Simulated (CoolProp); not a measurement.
Ethylene at several states: Z from the reference equation and from simpler models built on Tc = 282.4 K, pc = 5.042 MPa, ω = 0.087; each cubic takes its own stable root.

Model: reference Helmholtz-energy equation of state, Smukala 2000, in CoolProp.

| T (K) | p (MPa) | phase | reference |
|---|---|---|---|
| 220.5 | 0.228 | gas | 0.9669 |
| 163.2 | 0.0665 | gas | 0.9758 |
| 221.1 | 1.43 | liquid | 0.04493 |
| 270.4 | 1.57 | gas | 0.8672 |

**Question.** How far does each simpler model (van der Waals, Redlich-Kwong, Soave-Redlich-Kwong) lie from the reference over these 4 states: mean and median of the absolute difference, and the worst?

**Answer.** 
- van der Waals: mean 432.6 %, median 1.6 %, worst +1726.4 % at 221.1 K and 1.43 MPa
- Redlich-Kwong: mean 2.0 %, median 0.3 %, worst +7.6 % at 221.1 K and 1.43 MPa
- Soave-Redlich-Kwong: mean 1.7 %, median 0.2 %, worst +6.4 % at 221.1 K and 1.43 MPa

At some of these states van der Waals gives the other phase, because its saturation line lies elsewhere.
